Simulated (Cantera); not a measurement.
An isothermal, constant-pressure homogeneous reactor starts with 0.448 % H2, 76.0 % O2, 23.6 % N2, equivalence ratio 0.0029, at 1025 K and 2670 Pa.

Model: the H2/O2 subset of GRI-Mech 3.0, which has no nitrogen chemistry, integrated in Cantera. Radical loss at walls, strong at low pressure, is not modelled.

One state of this run: x H2 = 0.000960; x O2 = 0.757; x HO2 = 3.92e-6; x O = 0.00212; x H = 0.000315; x H2O = 0.00311. x: mole fraction; the columns are a selection and need not sum to one.

### Question
Which value of t (s) does it belong to?
A) 0.149
B) 0.00272
C) 0.00100
D) 0.0201

### Answer
D, 0.0201
